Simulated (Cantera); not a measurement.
**Hydrogen reduction and annealing atmospheres: V2O3 + H2 + H2O**

Input: 1 mol V2O3, 1500 mol H2, 3.2 mol H2O.

These are equilibrium values from Cantera (NASA tables, ideal gas, pure condensed phases), not measurements of a reactor. Candidate condensed phases: H2O, V, VO, V2O3, V2O4, V2O5; 12 gas species. VO: taken at fixed stoichiometry. Condensed phases not in the tables: the oxides between V2O3 and V2O5 other than VO2. Kinetics and transport are ignored.

Stable condensed phases:

```
T in °C \ P in Pa
              10      32     100     320    1000    3200   10000   32000  100000  320000 1000000
   1902        A       A       A       A       A       B       B       B       B       B       B
   1802        A       A       A       A       B       B       B       B       B       B       B
   1702        A       A       A       B       B       B       B       B       B       B       B
   1602        A       A       B       B       B       B       B       B       B       B       B
   1502        B       B       B       B       B       B       B       B       B       B       B
   1402        B       B       B       B       B       B       B       B       B       B       B
   1302        B       B       B       B       B       B       B       B       B       B       B
   1202        B       B       B       B       B       B       B       B       B       B       B
   1102        C       C       C       C       C       C       C       C       C       C       C
   1002        C       C       C       C       C       C       C       C       C       C       C
    902        C       C       C       C       C       C       C       C       C       C       C
```

A: gas only; B: VO; C: V2O3.
